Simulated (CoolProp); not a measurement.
Vapour-liquid equilibrium of ethane (1) + n-pentane (2) at 64.7 kPa; x and y are mole fractions of (1).

Values from CoolProp's multi-fluid Helmholtz-energy mixture model, Bücker 2006 and Thol 2019; pair parameters Kunz 2012.

```tsv
x	bubble temperature, mixture model (K)	bubble temperature, Raoult's law (K)	y, mixture model	y, Raoult's law
0.05	246.2	246.5	0.907	0.909
0.15	212.8	216.2	0.992	0.989
0.25	200.5	203.9	0.997	0.997
0.35	193.6	196.5	0.999	0.999
0.45	189.1	191.3	0.999	0.999
0.55	185.8	187.4	1.000	1.000
0.65	183.3	184.2	1.000	1.000
0.75	181.1	181.6	1.000	1.000
0.85	179.3	179.4	1.000	1.000
0.95	177.5	177.5	1.000	1.000
```

The largest gap from Raoult's law is -3.4 K in bubble temperature, at x = 0.25. No azeotrope shows between x = 0.05 and 0.95.

Pair parameters are fitted to limited data, so mixtures are less certain than the pure fluids.
